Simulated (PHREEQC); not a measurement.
A solution holds 0.058 mol LiCl, 0.66 mol FeCl2 and 0.00058 mol NaCl per kg of water, at 25 °C. It is in equilibrium with CO2 at log p = -1 (atm). Otherwise closed; pH follows from the charge balance.

All values are PHREEQC results (ion-association model, phreeqc.dat), not measurements.

Each row changes one thing in this solution. Precipitation was switched off in this run.

```tsv
case	pH	ionic strength (mol/kgw)	Cl- (mol/kgw)	Fe+2 (mol/kgw)	FeCl+ (mol/kgw)	CO2 (mol/kgw)	SI of Siderite (FeCO3)	SI of Halite (NaCl)
as made	3.95	1.83	1.27	0.556	0.104	0.00223	-1.38	-5.03
temperature from 25 to 5 °C	3.89	1.82	1.27	0.551	0.109	0.00422	-1.74	-5.00
temperature from 25 to 70 °C	4.12	1.86	1.29	0.570	0.0895	0.000928	-0.98	-5.09
diluted 100-fold with water	4.33	0.0203	0.0137	0.00651	7.29e-5	0.00338	-2.00	-8.79
LiCl left out	3.95	1.78	1.22	0.558	0.102	0.00226	-1.38	-5.05
0.036 mol/kgw TMAH added	6.33	1.81	1.28	0.529	0.100	0.00224	+3.35	-5.03
LiCl replaced by ZnCl2 at the same molality	3.94	1.88	1.25	0.559	0.101	0.00221	-1.39	-5.04
```

The ionic strength passes 0.7 mol/kgw, the rough limit of the ion-association models, in as made; temperature from 25 to 5 °C; temperature from 25 to 70 °C; LiCl left out; 0.036 mol/kgw TMAH added; LiCl replaced by ZnCl2 at the same molality. Some of these states are supersaturated (in Siderite, for instance). (CH3)4N+ isn't in the database: it is added as a free cation with an ion size of 4 Å. Constants without temperature data keep their 25 °C values here.
